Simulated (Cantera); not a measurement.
A closed system holds: 1 mol PbO, 0.46 mol CH4, 0.079 mol CO, equilibrated at 0.00133 bar.

Method: chemical equilibrium by Gibbs-energy minimisation in Cantera with the NASA 1993 tables (ideal gas, pure condensed phases). Candidate condensed phases: C, C6H6, C7H8, C8H18, H2O, Pb, PbO, PbO2, Pb3O4; 113 gas species. The numbers say what is thermodynamically allowed, not how fast it happens.

Problem. Which condensed phases are stable at each of these points (T (K)): 998, 1073, 1148, 1223, 1298, 1373, 1448, 1523, 1598, 1673?

Solution. 
```csv
T (K),condensed phases,Pb condensed (%)
998,Pb(l),98.3
1073,Pb(l),91.5
1148,Pb(l),61.2
1223,gas only,0.0
1298,gas only,0.0
1373,gas only,0.0
1448,gas only,0.0
1523,gas only,0.0
1598,gas only,0.0
1673,gas only,0.0
```

From 998 K to 1148 K the condensed part is Pb(l). From 1223 K to 1673 K nothing is condensed.
